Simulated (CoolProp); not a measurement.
Vapour pressure (MPa) of neopentane: the reference equation beside estimates from Tc = 160.6 °C, pc = 3.196 MPa, ω = 0.196.

Model: reference Helmholtz-energy equation of state, Lemmon 2006, in CoolProp. It is a short technical equation, of lower accuracy than the large ones.

| T (°C) | reference | Redlich-Kwong | Soave-Redlich-Kwong | Peng-Robinson |
|---|---|---|---|---|
| 16.15 | 0.1280 | 0.1834 | ? | 0.1281 |
| 20.35 | 0.1474 | 0.2086 | 0.1472 | 0.1473 |
| 24.45 | 0.1685 | 0.2355 | 0.1683 | 0.1682 |
| 28.65 | 0.1924 | 0.2656 | 0.1923 | 0.1918 |
| 32.85 | 0.2188 | 0.2984 | 0.2188 | 0.2179 |
| 37.05 | 0.2478 | 0.3341 | 0.2480 | 0.2467 |
| 41.25 | 0.2797 | 0.3727 | 0.2800 | 0.2783 |
| 45.45 | 0.3145 | 0.4143 | 0.3151 | 0.3128 |
| 49.55 | 0.3515 | ? | 0.3525 | 0.3496 |
| 53.75 | 0.3928 | 0.5062 | 0.3942 | 0.3905 |
| 57.95 | 0.4375 | 0.5577 | 0.4394 | 0.4350 |
| 62.15 | 0.4859 | 0.6129 | 0.4884 | 0.4832 |
| 66.35 | 0.5382 | 0.6717 | ? | 0.5353 |
| 70.55 | 0.5945 | 0.7343 | 0.5984 | 0.5915 |

Task: What belongs in the gaps?

Result: 
- 16.15, Soave-Redlich-Kwong: 0.1277
- 49.55, Redlich-Kwong: 0.4581
- 66.35, Soave-Redlich-Kwong: 0.5413

Absolute difference from the reference over all 14 rows, mean and median: Redlich-Kwong 32.9 and 32.5 %, Soave-Redlich-Kwong 0.3 and 0.2 %, Peng-Robinson 0.4 and 0.5 %.
